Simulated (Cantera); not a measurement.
Feed: 1 mol MgO, 6.4 mol F₂, 32 mol H₂, equilibrated at 1098 K and 10.0 mbar.

These are equilibrium values from Cantera (NASA tables, ideal gas, pure condensed phases), not measurements of a reactor. Candidate condensed phases: H₂O, Mg, MgF₂, MgO, Mg(OH)₂; 31 gas species. Rates play no part.

Base state: H₂ 0.684, HF 0.289, H₂O 0.0267 (mole fractions); condensed: MgF₂(s).

Task: What changes in the equilibrium state with this change: F₂ from 6.4 to 2.8 mol?

Result: 
```tsv
species	before	after
H₂	0.684	0.864
HF	0.289	0.107
H₂O	0.0267	0.0296
MgF₂(s), mol	1.000	1.000
```
